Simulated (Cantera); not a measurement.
Mixture: CH4 : CO : O2 : N2 : C2H6 = 1 : 0.059 : 1.07 : 4.02 : 0.021 (molar parts), equivalence ratio 2.0, at 540 Torr, adiabatic and at constant volume. Ignition delay is the time to a rise of 400 K.

Model: GRI-Mech 3.0 (53 species, 325 reactions), integrated in Cantera.

Question: Predict: delay at 1150 K; delay at 1225 K; delay at 1300 K; delay at 1375 K; delay at 1450 K; delay at 1525 K; apparent activation energy between 1375 and 1525 K.

Answer: 
```
Quantity                                                 Value
--------------------------------------------------  ----------
delay at 1150 K                                        94.0 ms
delay at 1225 K                                        32.3 ms
delay at 1300 K                                        11.5 ms
delay at 1375 K                                        4.30 ms
delay at 1450 K                                        1.71 ms
delay at 1525 K                                       0.741 ms
apparent activation energy between 1375 and 1525 K  200 kJ/mol
```
